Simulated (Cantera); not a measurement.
# Reactions in the system Cu-F-H-N

Source: NASA polynomial tables (part measured, part estimated), evaluated in Cantera. Values are per mole of reaction as written; species without (g) are pure solids or liquids, kept so even where they would boil at 1 bar.

2 NF3(g) + 3 Cu + 3 H2(g) ⇌ 2 NH3(g) + 3 CuF2

```csv
T (K),ΔH° (kJ),ΔS° (J/K),ΔG° (kJ),log10 K,condensed phases
300,-1445.2,-395.2,-1326.6,230.99,"Cu(s), CuF2(s)"
1275,-1244.1,-205.6,-981.9,40.23,"Cu(s), CuF2(l)"
1425,-1273.1,-226.9,-949.7,34.81,"Cu(l), CuF2(l)"
1575,-1262.6,-220.0,-916.2,30.38,"Cu(l), CuF2(l)"
1725,-1252.0,-213.5,-883.7,26.76,"Cu(l), CuF2(l)"
1875,-1241.3,-207.6,-852.1,23.74,"Cu(l), CuF2(l)"
2025,-1230.5,-202.0,-821.4,21.19,"Cu(l), CuF2(l)"
2175,-1219.7,-196.9,-791.5,19.01,"Cu(l), CuF2(l)"
2325,-1208.7,-192.0,-762.3,17.13,"Cu(l), CuF2(l)"
2475,-1197.8,-187.5,-733.9,15.49,"Cu(l), CuF2(l)"
2625,-1186.9,-183.2,-706.1,14.05,"Cu(l), CuF2(l)"
```
